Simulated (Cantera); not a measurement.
What does this Cantera script print?

```python
import numpy as np
import cantera as ct

gas = ct.Solution("gri30.yaml")
gas.TPX = 1575, 110000, {'H2': 1, 'O2': 1.52, 'N2': 5.7, 'NO': 0.045}
reactor = ct.IdealGasReactor(gas, energy="on", clone=False)
net = ct.ReactorNet([reactor])
net.rtol, net.atol = 1e-08, 1e-16
show = ['H2', 'O2', 'N2O', 'NO', 'H', 'H2O2']
times = np.geomspace(4e-06, 8, 10)

steps = ct.SolutionArray(gas, extra=["t"])
rows = []
print(f"{'t/s':>10s}{'T/K':>9s}{'P/Pa':>11s}" + "".join(f"{s:>11s}" for s in show))
for t in times:
    while net.time < t:
        t_next = net.step()
        steps.append(gas.state, t=t_next)
    rows.append([np.interp(t, steps.t, y) for y in (steps.T, steps.P, *steps(*show).X.T)])
    print(f"{t:10.3e}{rows[-1][0]:9.1f}{rows[-1][1]:11.4g}" + "".join(f"{x:11.3e}" for x in rows[-1][2:]))
rate = np.gradient(steps.T, steps.t)
print("integrator steps:", len(steps.t))
if steps.T.max() > steps.T[0] + 200:
    print(f"time of steepest temperature rise: {steps.t[rate.argmax()]:.4e} s")
gas.TPX = 1575, 110000, {'H2': 1, 'O2': 1.52, 'N2': 5.7, 'NO': 0.045}
gas.equilibrate("UV")
print(f"equilibrium (UV): T = {gas.T:.1f} K  " + "  ".join(f"{s} {gas[s].X[0]:.3e}" for s in show))
```

Output:

```
       t/s      T/K       P/Pa         H2         O2        N2O         NO          H       H2O2
 4.000e-06   1575.0    1.1e+05  1.209e-01  1.839e-01  8.517e-09  5.444e-03  2.495e-05  2.099e-08
 2.005e-05   1920.2  1.315e+05  1.035e-02  1.174e-01  3.444e-07  5.564e-03  2.278e-02  6.955e-07
 1.005e-04   2439.4  1.617e+05  2.757e-03  1.244e-01  8.893e-07  5.841e-03  1.903e-03  2.694e-07
 5.040e-04   2501.1  1.652e+05  1.580e-03  1.261e-01  1.043e-06  6.326e-03  7.875e-04  3.861e-07
 2.526e-03   2497.1  1.649e+05  1.558e-03  1.252e-01  1.050e-06  8.324e-03  7.690e-04  3.815e-07
 1.267e-02   2486.2  1.641e+05  1.500e-03  1.227e-01  1.085e-06  1.371e-02  7.206e-04  3.692e-07
 6.350e-02   2481.0  1.638e+05  1.473e-03  1.215e-01  1.108e-06  1.626e-02  6.984e-04  3.634e-07
 3.183e-01   2481.0  1.638e+05  1.473e-03  1.215e-01  1.108e-06  1.627e-02  6.984e-04  3.634e-07
 1.596e+00   2481.0  1.638e+05  1.473e-03  1.215e-01  1.108e-06  1.627e-02  6.984e-04  3.634e-07
 8.000e+00   2481.0  1.638e+05  1.473e-03  1.215e-01  1.108e-06  1.627e-02  6.984e-04  3.634e-07
integrator steps: 1112
time of steepest temperature rise: 1.1648e-05 s
equilibrium (UV): T = 2481.0 K  H2 1.473e-03  O2 1.215e-01  N2O 1.108e-06  NO 1.627e-02  H 6.984e-04  H2O2 3.634e-07
```

Detailed kinetics in Cantera: GRI-Mech 3.0 (53 species, 325 reactions).
